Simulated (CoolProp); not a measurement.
Vapour-liquid equilibrium of ethanol (1) + ethylbenzene (2) at 1.49 bar; x and y are mole fractions of (1).

Computed with CoolProp (multi-fluid Helmholtz-energy mixture model, Schroeder 2014 and Zhou 2012; pair parameters Bell 2016).

Question: Give the bubble temperature and the first vapour's composition at x = 0.35, 0.575, 0.725. Is there an azeotrope?

Answer: x = 0.35: 94.5 °C, y = 0.840; x = 0.575: 92.0 °C, y = 0.865; x = 0.725: 90.8 °C, y = 0.885. No azeotrope shows between x = 0.05 and 0.95.

Pair parameters are fitted to limited data, so mixtures are less certain than the pure fluids. With so large a gap from Raoult's law the liquid may split in two, which this calculation doesn't test in full.
